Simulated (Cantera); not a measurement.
A closed system holds: 1 mol SiC, 0.044 mol C, 1.1 mol N2, held at 5100 Torr.

These are equilibrium values from Cantera (NASA tables, ideal gas, pure condensed phases), not measurements of a reactor. Candidate condensed phases: C, Si, SiC, Si3N4; 20 gas species. The tables' values for SiN are old estimates; treat these amounts as uncertain. Equilibrium is a limit: real reactors are often held back by kinetics, nucleation or transport.

x: gas mole fraction; n: condensed amount in mol.

```tsv
T (°C)	x N2	x Si	x SiC2	x Si2C	x SiN	n C(graphite)	n Si3N4(s)	n SiC(s)
1452	1.00	7.56e-10	[?]	1.59e-12	1.10e-9	1.04	0.333	0
1652	1.000	1.05e-7	[?]	2.07e-9	8.60e-8	0.0440	0	1.00
1852	1.000	2.16e-6	[?]	9.71e-8	1.11e-6	0.0440	0	1.000
2052	1.000	2.62e-5	[?]	2.30e-6	9.16e-6	0.0440	0	1.000
2252	0.999	0.000213	[?]	3.25e-5	5.40e-5	0.0440	0	1.000
2452	0.997	0.00127	[?]	0.000307	0.000244	0.0447	0	0.997
2652	0.985	0.00589	[?]	0.00211	0.000891	0.0478	0	0.982
```

Task: Complete the blanks.

Result: 
- 1452, x SiC2: 6.98e-12
- 1652, x SiC2: 3.02e-9
- 1852, x SiC2: 1.55e-7
- 2052, x SiC2: 3.95e-6
- 2252, x SiC2: 5.94e-5
- 2452, x SiC2: 0.000594
- 2652, x SiC2: 0.00428
